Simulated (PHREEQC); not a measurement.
A solution holds 0.00024 mol Ag2SO4, 0.046 mol NaNO3 and 0.0048 mol Cu(NO3)2 per kg of water, at 54 °C. Closed to the air; pH follows from the charge balance.

The numbers come from PHREEQC with the ion-association model, wateq4f.dat.

```json
{
  "pH": "4.65",
  "ionic_strength": "0.0609 mol/kgw"
}
```

```csv
species,molality,activity,log γ
NO3-,0.0556,0.0435,-0.107
Na+,0.0460,0.0369,-0.096
Cu+2,0.00473,0.00209,-0.356
Ag+,0.000471,0.000377,-0.097
SO4-2,0.000180,7.53e-5,-0.379
CuSO4,3.79e-5,3.85e-5,0.006
H+,2.66e-5,2.23e-5,-0.076
NaSO4-,2.04e-5,1.65e-5,-0.092
Cu2(OH)2+2,1.28e-5,5.26e-6,-0.387
AgNO3,8.28e-6,8.40e-6,0.006
CuOH+,1.17e-6,9.33e-7,-0.100
AgSO4-,8.64e-7,6.91e-7,-0.097
HSO4-,4.10e-7,3.28e-7,-0.097
Cu(OH)2,8.61e-8,8.73e-8,0.006
OH-,3.79e-9,2.99e-9,-0.103
```

No solid was allowed to form. Species that the database lacks are ignored. Constants without temperature data keep their 25 °C values here.
